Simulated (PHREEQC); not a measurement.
Make-up at 59 °C: 0.041 mol/kgw ZnSO4, 0.29 mol/kgw NaCl and 0.13 mol/kgw FeSO4. Closed to the air; pH follows from the charge balance.

All values are PHREEQC results (ion-association model, phreeqc.dat), not measurements.

This is a speciation only: nothing precipitates in the calculation.

Predict the pH, activity of water.

pH 5.33; activity of water 0.986.

In which forms is Na present?

Na+ 92 %, NaSO4- 7.7 % of the Na.

Constants without temperature data keep their 25 °C values here.
